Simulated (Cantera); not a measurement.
A closed system holds: 1 mol SiH4, 2.3 mol NO, 40 mol N2, 3.4 mol O3, at 0.133 bar.

These are equilibrium values from Cantera (NASA tables, ideal gas, pure condensed phases), not measurements of a reactor. Candidate condensed phases: H2O, Si, SiO2, Si2N2O, Si3N4; 35 gas species. The tables hold silica as quartz up to 1696 K and as liquid above; real silica turns to tridymite and cristobalite and melts near 1996 K. Equilibrium is a limit: real reactors are often held back by kinetics, nucleation or transport.

x: gas mole fraction; n: condensed amount in mol.

```
T (K)   x N2    x O2   x H2O      x NO        x OH       x O      x H2  n SiO2(β-quartz)  n SiO2(condensed)
-----  -----  ------  ------  --------  ----------  --------  --------  ----------------  -----------------
923    0.868  0.0897  0.0422   8.57e-6  (withheld)  1.02e-11  2.81e-12              1.00                  0
1023   0.868  0.0896  0.0422   2.75e-5  (withheld)  2.55e-10  6.59e-11              1.00                  0
1123   0.868  0.0896  0.0422   7.15e-5  (withheld)   3.61e-9  8.87e-10              1.00                  0
1223   0.868  0.0896  0.0422  0.000159  (withheld)   3.31e-8   7.84e-9              1.00                  0
1323   0.868  0.0895  0.0422  0.000314  (withheld)   2.18e-7   5.01e-8              1.00                  0
1423   0.868  0.0894  0.0422  0.000563  (withheld)   1.10e-6   2.47e-7              1.00                  0
1523   0.868  0.0892  0.0422  0.000935  (withheld)   4.51e-6   9.90e-7              1.00                  0
1623   0.867  0.0889  0.0421   0.00146  (withheld)   1.55e-5   3.35e-6              1.00                  0
1723   0.867  0.0885  0.0420   0.00215  (withheld)   4.63e-5   9.85e-6                 0               1.00
```

### Question
Some entries are withheld; supply them.

### Answer

- 923, x OH: 1.96e-8
- 1023, x OH: 1.55e-7
- 1123, x OH: 8.50e-7
- 1223, x OH: 3.53e-6
- 1323, x OH: 1.18e-5
- 1423, x OH: 3.35e-5
- 1523, x OH: 8.26e-5
- 1623, x OH: 0.000182
- 1723, x OH: 0.000366
